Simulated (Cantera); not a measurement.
A diamond (100) surface in a fixed gas of H2 with x(CH4) = 0.023, x(H) = 0.004, x(CH3) = 4.2e-05, 7800 Pa; coverages are run to steady state.

Computed with Cantera and the Harris–Goodwin 1993 mechanism for the reconstructed diamond (100) surface.

One state of this run: growth (µm/h) = 1.94; θ c6HH = 0.551; θ c6H* = 0.0228; θ c6*H = 0.407; θ c6** = 0.0133; θ c6HM = 0.00420. θ: site fractions in the mechanism's names (c6HH fully hydrogenated, c6H* and c6*H radical sites, c6** diradical, c6HM methylated).

Which value of T (K) does it belong to?
A) 1350
B) 1050
C) 900
D) 1250

B, 1050
